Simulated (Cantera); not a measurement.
What does this Cantera script print?

```python
import numpy as np
import cantera as ct

gas_names = """
    H H2 Pb Pb2
""".split()
cond_names = """
    Pb(cr) Pb(L)
""".split()


# ... load() reads the species with a 1 bar reference pressure and builds the phases ...
atoms = {
    'Pb': {'Pb': 1},
    'H2': {'H': 2},
}
top_T = {}  # K; cautious upper limits of use, not melting points


# ... equilibrate(T, P, feed) seeds the gas with the atoms and calls Mixture.equilibrate('TP', solver="vcs", rtol=1e-11, max_steps=5000) ...
results = []
feed = {'Pb': 1, 'H2': 0.87}  # mol
P = 88  # Pa
for T in [725, 775, 825, 875, 925, 975, 1025, 1075, 1125, 1175, 1225, 1275, 1325, 1375]:
    mix = equilibrate(T, P, feed)
    results.append((T, P, feed, dict(zip(mix.species_names, mix.species_moles))))
    x = sorted(zip(gas.X, gas.species_names), reverse=True)
    print(f"T = {T:g} K  P = {P:g} Pa  gas = {mix.phase_moles(0):.4g} mol")
    print("   x: " + "  ".join(f"{s} {v:.3e}" for v, s in x if v > 0.001))
    print("   condensed (mol): " + ("  ".join(f"{mix.phase(i).name} {mix.phase_moles(i):.4g}"
          for i in range(1, mix.n_phases) if mix.phase_moles(i) > 1e-12) or "none"))
```

It prints:

```
T = 725 K  P = 88 Pa  gas = 0.87 mol
   x: H2 1.000e+00
   condensed (mol): Pb(L) 1
T = 775 K  P = 88 Pa  gas = 0.87 mol
   x: H2 1.000e+00
   condensed (mol): Pb(L) 1
T = 825 K  P = 88 Pa  gas = 0.8701 mol
   x: H2 9.998e-01
   condensed (mol): Pb(L) 0.9999
T = 875 K  P = 88 Pa  gas = 0.8707 mol
   x: H2 9.992e-01
   condensed (mol): Pb(L) 0.9993
T = 925 K  P = 88 Pa  gas = 0.8726 mol
   x: H2 9.970e-01  Pb 3.036e-03
   condensed (mol): Pb(L) 0.9974
T = 975 K  P = 88 Pa  gas = 0.8792 mol
   x: H2 9.896e-01  Pb 1.042e-02
   condensed (mol): Pb(L) 0.9908
T = 1025 K  P = 88 Pa  gas = 0.8984 mol
   x: H2 9.684e-01  Pb 3.161e-02
   condensed (mol): Pb(L) 0.9716
T = 1075 K  P = 88 Pa  gas = 0.9522 mol
   x: H2 9.137e-01  Pb 8.630e-02
   condensed (mol): Pb(L) 0.9178
T = 1125 K  P = 88 Pa  gas = 1.108 mol
   x: H2 7.850e-01  Pb 2.150e-01
   condensed (mol): Pb(L) 0.7617
T = 1175 K  P = 88 Pa  gas = 1.722 mol
   x: H2 5.052e-01  Pb 4.948e-01
   condensed (mol): Pb(L) 0.1478
T = 1225 K  P = 88 Pa  gas = 1.87 mol
   x: Pb 5.347e-01  H2 4.652e-01
   condensed (mol): none
T = 1275 K  P = 88 Pa  gas = 1.87 mol
   x: Pb 5.347e-01  H2 4.652e-01
   condensed (mol): none
T = 1325 K  P = 88 Pa  gas = 1.87 mol
   x: Pb 5.347e-01  H2 4.652e-01
   condensed (mol): none
T = 1375 K  P = 88 Pa  gas = 1.87 mol
   x: Pb 5.347e-01  H2 4.652e-01
   condensed (mol): none
```

Equilibrium computed with Cantera from the NASA thermochemical tables; the gas is ideal and each condensed phase is pure.
